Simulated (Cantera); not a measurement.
**Transport properties of process gases**

Gas mixture: H2 : CO : H2O = 0.16 : 0.55 : 0.19 (molar parts), at 100000 Pa, frozen composition.

Cantera's kinetic-theory transport with the Lennard-Jones parameters of GRI-Mech 3.0, ideal gas; thermal conductivity in the mixture-averaged form. Polar gases are described roughly by these parameters.

| T (K) | ρ (kg/m³) | cp (J/kg/K) | μ (µPa s) | λ (mW/m/K) | Pr | D (cm²/s) H2 | D (cm²/s) H2O | D (cm²/s) O |
|---|---|---|---|---|---|---|---|---|
| 400 | 0.640 | 1428 | 19.9 | 53.4 | 0.532 | 1.32 | 0.475 | 0.640 |
| 500 | 0.512 | 1450 | 23.7 | 63.9 | 0.537 | 1.93 | 0.721 | 0.941 |
| 600 | 0.427 | 1478 | 27.2 | 74.3 | 0.541 | 2.63 | 1.01 | 1.29 |
| 700 | 0.366 | 1511 | 30.5 | 84.6 | 0.545 | 3.40 | 1.33 | 1.67 |
| 800 | 0.320 | 1548 | 33.7 | 94.9 | 0.549 | 4.26 | 1.68 | 2.09 |
| 900 | 0.284 | 1584 | 36.7 | 105 | 0.552 | 5.18 | 2.07 | 2.55 |
D: mixture-averaged diffusion coefficient of that species in the mixture.
